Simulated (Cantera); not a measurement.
Mixture: CH3OH : O2 : N2 = 1 : 1.15 : 4.15 (molar parts), equivalence ratio 1.3, at 10.0 bar, adiabatic and at constant volume. Ignition delay is the time to a rise of 400 K.

Cantera simulation using GRI-Mech 3.0 (53 species, 325 reactions); the numbers are that mechanism's predictions, not measurements. GRI-Mech 3.0 was tuned for natural gas; its chemistry of methanol as a main component is partial and can be far from experiment.

Problem. Predict: delay at 1098 K; delay at 1198 K; delay at 1298 K; delay at 1398 K; delay at 1498 K; delay at 1598 K; delay at 1698 K; apparent activation energy between 1498 and 1698 K.

Solution. 
```
Property                                                 Value
--------------------------------------------------  ----------
delay at 1098 K                                        8.98 ms
delay at 1198 K                                        1.40 ms
delay at 1298 K                                       0.293 ms
delay at 1398 K                                        78.7 µs
delay at 1498 K                                        26.1 µs
delay at 1598 K                                        10.3 µs
delay at 1698 K                                        4.63 µs
apparent activation energy between 1498 and 1698 K  180 kJ/mol
```
